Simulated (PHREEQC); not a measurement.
Make-up at 76 °C: 2.1 mmol/kgw NaOH, 0.93 mmol/kgw NaAlO2 and 30 mmol/kgw (CH3)4NCl. It is in equilibrium with CO2 at log p = -3.4 (atm). Otherwise closed; pH follows from the charge balance.

Equilibrium calculation in PHREEQC: ion-association model, wateq4f.dat.

This is a speciation only: nothing precipitates in the calculation.

### Question
What pH does the model give?

### Answer
pH 8.75.

### Question
In which forms is C present?

### Answer
HCO3- 91 %, CO3-2 6.5 %, NaCO3- 1.6 % of the C.

Examples of supersaturated solids here: Boehmite (slow to form), Gibbsite (slow to form). Others may be too. Complexes and solids missing from the database can't appear. (CH3)4N+ isn't in the database: it is added as a free cation with an ion size of 4 Å. At this temperature some constants are extrapolated from 25 °C, and those without enthalpy data are left unchanged.
